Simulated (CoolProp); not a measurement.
Vapour-liquid equilibrium of ethanol (1) + toluene (2) at 12.5 bar; x and y are mole fractions of (1).

Computed with CoolProp (multi-fluid Helmholtz-energy mixture model, Schroeder 2014 and Lemmon 2006; pair parameters Bell 2016).

```
x      bubble temperature (K)  y at the bubble point  dew temperature at overall composition x (K)  liquid density (mol/L)
-----  ----------------------  ---------------------  --------------------------------------------  ----------------------
0.05                    485.0                  0.248                                         500.1                   7.246
0.125                   467.3                  0.457                                         494.5                   7.684
0.2                     457.2                  0.565                                         488.7                   8.041
0.275                   451.0                  0.630                                         482.8                   8.373
0.35                    446.9                  0.673                                         476.6                   8.710
0.425                   444.0                  0.707                                         470.2                   9.069
0.5                     441.7                  0.736                                         463.4                   9.465
0.575                   439.8                  0.764                                         456.2                   9.909
0.65                    438.2                  0.793                                         449.0                   10.41
0.725                   436.7                  0.826                                         442.5                   10.98
0.8                     435.4                  0.864                                         437.9                   11.62
0.875                   434.3                  0.908                                         435.1                   12.34
0.95                    433.4                  0.960                                         433.5                   13.16
```

No azeotrope shows between x = 0.05 and 0.95.

Pair parameters are fitted to limited data, so mixtures are less certain than the pure fluids.
